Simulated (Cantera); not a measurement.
A perfectly stirred reactor is fed with NO : N2 = 1 : 1.8 (molar parts), at 495 Torr; it is held at 2223 K, and followed from long to short residence time.

Model: GRI-Mech 3.0 (53 species, 325 reactions), integrated in Cantera.

x: mole fraction; the columns are a selection and need not sum to one.

```csv
τ (s),x NO,x NO2,x O,x O2,x N2,x N2O
0.93,0.0584,4.92e-5,0.00150,0.148,0.792,___
0.49,0.0875,7.02e-5,0.00143,0.134,0.777,___
0.26,0.130,9.59e-5,0.00132,0.113,0.756,___
0.14,0.183,0.000119,0.00117,0.0860,0.729,___
0.071,0.246,0.000130,0.000963,0.0549,0.698,___
0.038,0.293,0.000122,0.000773,0.0317,0.675,___
0.020,0.323,0.000106,0.000615,0.0165,0.660,___
0.010,0.341,8.88e-5,0.000499,0.00779,0.651,5.82e-5
0.0055,0.348,7.78e-5,0.000433,0.00401,0.647,6.06e-5
0.0029,0.353,6.86e-5,0.000380,0.00192,0.645,6.11e-5
0.0015,0.355,5.92e-5,0.000327,0.000841,0.644,5.95e-5
```

**Question.** Complete the blanks.

**Answer.** 
- 0.93, x N2O: 1.96e-6
- 0.49, x N2O: 3.83e-6
- 0.26, x N2O: 7.99e-6
- 0.14, x N2O: 1.58e-5
- 0.071, x N2O: 2.89e-5
- 0.038, x N2O: 4.18e-5
- 0.020, x N2O: 5.19e-5
